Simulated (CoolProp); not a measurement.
c-C4F8 (RC318) along the isotherm 262.9 K: Z from the reference equation and from simpler models built on Tc = 388.4 K, pc = 2.778 MPa, ω = 0.355; each cubic takes its own stable root.

Computed with CoolProp (reference Helmholtz-energy equation of state, Platzer 1990). This equation is an older, rougher fit; its heat capacities, sound speeds and derivatives of the liquid may be far off and weren't checked against measurements.

| p (MPa) | phase | reference |
|---|---|---|
| 0.298 | liquid | 0.01672 |
| 0.595 | liquid | 0.03335 |
| 0.893 | liquid | 0.05002 |
| 1.19 | liquid | 0.06661 |
| 1.49 | liquid | 0.08334 |
| 1.79 | liquid | 0.1000 |
| 2.08 | liquid | 0.1162 |
| 2.38 | liquid | 0.1328 |
| 2.68 | liquid | 0.1495 |
| 2.98 | liquid | 0.1661 |
| 3.27 | liquid | 0.1821 |
| 3.57 | liquid | 0.1987 |
| 3.87 | liquid | 0.2152 |
| 4.17 | liquid | 0.2317 |

Q: How far does each simpler model (Redlich-Kwong, Peng-Robinson) lie from the reference over these 14 states: mean and median of the absolute difference, and the worst?

A: 
- Redlich-Kwong: mean 10.8 %, median 10.8 %, worst +11.8 % at 262.9 K and 0.298 MPa
- Peng-Robinson: mean 6.5 %, median 6.5 %, worst -6.7 % at 262.9 K and 4.17 MPa
